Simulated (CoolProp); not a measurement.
A single-stage vapour-compression cycle with the fluid: evaporating at 322.15 K (dew point), condensing at 358.15 K (bubble point), superheat 0 K, subcooling 2 K, compressor efficiency 0.8, no pressure losses. The same conditions are run with several fluids, on thermodynamics alone (safety and materials aside).

Model: reference Helmholtz-energy equation of state of each fluid (R1224YDZ: Akasaka 2023; ammonia: Gao 2020; n-heptane: Span 2003; R134a: Tillner-Roth 1994; n-butane: Bücker 2006; neopentane: Lemmon 2006), in CoolProp.

Rank R1224YDZ, ammonia, n-heptane, R134a, n-butane, neopentane by cooling COP, highest first.

n-heptane (6.20), ammonia (5.90), R1224YDZ (5.83), n-butane (5.78), neopentane (5.64), R134a (4.85)

| fluid | pressure ratio | discharge temperature (K) | refrigerating effect (kJ/kg) | volumetric capacity (kJ/m³) |
|---|---|---|---|---|
| R1224YDZ | 2.58 | 358.2 | 109 | 2170 |
| ammonia | 2.33 | 398.6 | 874 | 13400 |
| n-heptane | 3.71 | 358.1 | 268 | 185 |
| R134a | 2.28 | 365.7 | 95.3 | 6140 |
| n-butane | 2.33 | 358.2 | 242 | 2890 |
| neopentane | 2.37 | 358.2 | 194 | 2030 |

The compression ends wet for: R1224YDZ; n-heptane; n-butane; neopentane.
